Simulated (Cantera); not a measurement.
## Nitride etching: Si3N4 + H2O

Input: 1 mol Si3N4, 0.23 mol H2O, held at 1227 °C.

Method: chemical equilibrium by Gibbs-energy minimisation in Cantera with the NASA 1993 tables (ideal gas, pure condensed phases). Candidate condensed phases: H2O, Si, SiO2, Si2N2O, Si3N4; 35 gas species. Mutual solubility and eutectic melting of coexisting phases are not modelled. Equilibrium is a limit: real reactors are often held back by kinetics, nucleation or transport.

At 1.00 Pa the condensed part is Si(s). At 5.20 Pa the condensed part is Si(s) + Si2N2O(s). From 27.0 Pa to 100000 Pa the condensed part is Si2N2O(s) + Si3N4(s). The main Si-bearing gas is SiO throughout.

| P (Pa) | x N2 | x H2 | x SiO | x H | x Si | n Si(s) | n Si2N2O(s) | n Si3N4(s) |
|---|---|---|---|---|---|---|---|---|
| 1 | 0.811 | 0.0925 | 0.0933 | 0.00169 | 0.00105 | 2.77 | 0 | 0 |
| 5.20 | 0.871 | 0.111 | 0.0174 | 0.000812 | 0.000202 | 2.58 | 0.194 | 0 |
| 27 | 0.250 | 0.746 | 0.00285 | 0.000925 | 3.08e-5 | 0 | 0.229 | 0.847 |
| 140 | 0.250 | 0.749 | 0.000318 | 0.000407 | 1.98e-6 | 0 | 0.230 | 0.847 |
| 720 | 0.250 | 0.750 | 3.58e-5 | 0.000180 | 1.29e-7 | 0 | 0.230 | 0.847 |
| 3700 | 0.250 | 0.750 | 4.03e-6 | 7.92e-5 | 8.45e-9 | 0 | 0.230 | 0.847 |
| 19000 | 0.250 | 0.750 | 4.55e-7 | 3.50e-5 | 5.53e-10 | 0 | 0.230 | 0.847 |
| 100000 | 0.250 | 0.750 | 4.97e-8 | 1.52e-5 | 3.47e-11 | 0 | 0.230 | 0.847 |
x: gas mole fraction; n: condensed amount in mol.
